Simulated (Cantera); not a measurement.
Reactions in the system C-O-Ti

Cantera with NASA thermochemical tables; ideal gases at 1 bar, condensed phases pure. Values are per mole of reaction as written; species without (g) are pure solids or liquids, kept so even where they would boil at 1 bar. TiC: taken at fixed stoichiometry.

CO(g) + 5 TiO(g) = 2 Ti2O3 + TiC

```csv
T (K),ΔH° (kJ),ΔS° (J/K),ΔG° (kJ),log10 K,condensed phases
300,-3387.1,-1185.5,-3031.5,527.82,"Ti2O3(s), TiC(s)"
1548,-3243.2,-1010.2,-1679.5,56.67,"Ti2O3(s), TiC(s)"
1648,-3230.1,-1002.0,-1578.9,50.04,"Ti2O3(s), TiC(s)"
1748,-3216.9,-994.2,-1479.1,44.20,"Ti2O3(s), TiC(s)"
1848,-3203.5,-986.7,-1380.0,39.01,"Ti2O3(s), TiC(s)"
1948,-3190.1,-979.6,-1281.7,34.37,"Ti2O3(s), TiC(s)"
2048,-3176.4,-972.8,-1184.1,30.20,"Ti2O3(s), TiC(s)"
2148,-2953.3,-867.3,-1090.4,26.52,"Ti2O3(l), TiC(s)"
2248,-2938.9,-860.7,-1004.0,23.33,"Ti2O3(l), TiC(s)"
2348,-2924.5,-854.5,-918.3,20.43,"Ti2O3(l), TiC(s)"
2448,-2910.1,-848.4,-833.1,17.78,"Ti2O3(l), TiC(s)"
```

O3(g) + 3 Ti4O7 = 12 TiO2

```csv
T (K),ΔH° (kJ),ΔS° (J/K),ΔG° (kJ),log10 K,condensed phases
300,-1265.2,-231.6,-1195.7,208.19,"Ti4O7(s), TiO2(rutile)"
1548,-1309.8,-278.6,-878.6,29.65,"Ti4O7(s), TiO2(rutile)"
1648,-1315.8,-282.3,-850.6,26.96,"Ti4O7(s), TiO2(rutile)"
1748,-1322.0,-286.0,-822.2,24.57,"Ti4O7(s), TiO2(rutile)"
1848,-1328.7,-289.7,-793.4,22.43,"Ti4O7(s), TiO2(rutile)"
1948,-1335.8,-293.4,-764.2,20.49,"Ti4O7(s), TiO2(rutile)"
2048,-2036.0,-652.2,-700.3,17.86,"Ti4O7(l), TiO2(rutile)"
2148,-1250.6,-283.7,-641.3,15.60,"Ti4O7(l), TiO2(l)"
2248,-1247.9,-282.4,-613.0,14.24,"Ti4O7(l), TiO2(l)"
2348,-1245.5,-281.4,-584.8,13.01,"Ti4O7(l), TiO2(l)"
2448,-1243.2,-280.4,-556.7,11.88,"Ti4O7(l), TiO2(l)"
```
